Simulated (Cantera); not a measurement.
A closed system holds: 1 mol Si2H6, 0.1 mol HCl, a varied amount of N2, held at 925 °C and 825 Torr.

Cantera equilibrium calculation (NASA polynomials, part measured and part estimated; ideal gas, pure solids and liquids). Candidate condensed phases: NH4Cl, Si, Si3N4; 28 gas species. The feed counts by its element totals alone. N2 is the only nitrogen source here; it is nearly inert below about 1500 K, so the nitride shown seldom forms there in practice. Kinetics and transport are ignored.

x: gas mole fraction; n: condensed amount in mol.

```tsv
n(N2) (mol)	x N2	x H2	x HCl	x NH3	x H	x SiCl2	n Si3N4(s)
29	0.899	0.0975	0.00325	6.12e-6	___	2.31e-9	0.667
37	0.920	0.0774	0.00258	4.38e-6	___	1.80e-9	0.667
48	0.938	0.0603	0.00201	3.04e-6	___	1.39e-9	0.667
61	0.951	0.0478	0.00159	2.16e-6	___	1.09e-9	0.667
78	0.961	0.0376	0.00125	1.52e-6	___	8.51e-10	0.667
100	0.970	0.0295	0.000983	1.06e-6	___	6.64e-10	0.667
130	0.976	0.0228	0.000759	7.20e-7	___	5.10e-10	0.667
170	0.982	0.0175	0.000582	4.85e-7	___	3.90e-10	0.667
210	0.985	0.0142	0.000472	3.55e-7	___	3.15e-10	0.667
270	0.989	0.0110	0.000368	2.45e-7	___	2.45e-10	0.667
```

Q: What belongs in the gaps?

A: 
- 29, x H: 5.68e-8
- 37, x H: 5.06e-8
- 48, x H: 4.46e-8
- 61, x H: 3.97e-8
- 78, x H: 3.52e-8
- 100, x H: 3.12e-8
- 130, x H: 2.74e-8
- 170, x H: 2.40e-8
- 210, x H: 2.16e-8
- 270, x H: 1.91e-8
